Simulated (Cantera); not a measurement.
A closed system holds: 1 mol SiHCl₃, 0.16 mol HCl, 150 mol H₂, held at 1252 °C and 0.00133 bar.

Equilibrium computed with Cantera from the NASA thermochemical tables; the gas is ideal and each condensed phase is pure. Candidate condensed phases: Si; 19 gas species. Equilibrium is a limit: real reactors are often held back by kinetics, nucleation or transport.

Base state: H₂ 0.980, HCl 0.0185, SiCl₂ 0.00114, H 0.000641, Si 1.42e-5 (mole fractions); condensed: Si(s).

Q: What changes in the equilibrium state with this change: temperature from 1252 °C to 1525 °C?

A: 
| species | before | after |
|---|---|---|
| H₂ | 0.980 | 0.968 |
| HCl | 0.0185 | 0.0182 |
| H | 0.000641 | 0.00950 |
| Si | 1.42e-5 | 0.00232 |
| Si₂ | 2.16e-8 | 1.39e-5 |
| SiH | 1.48e-6 | 9.56e-5 |
| SiCl | 5.71e-6 | 0.000137 |
| SiH₂ | 2.01e-6 | 2.86e-5 |
| Si(s), mol | 0.823 | 0 |
| Si(l), mol | 0 | 0.436 |
The tables' values for SiCl are old estimates; treat these amounts as uncertain. Gases not in the tables: Si₂H₆ and higher silanes.

Q: What changes in the equilibrium state with this change: SiHCl₃ replaced by SiH₄?

A: 
```
species       before     after
----------  --------  --------
H₂             0.980     0.998
HCl           0.0185   0.00104
H           0.000641  0.000647
SiCl₂        0.00114   3.57e-6
Si           1.42e-5   1.42e-5
Si(s), mol     0.823     0.997
```
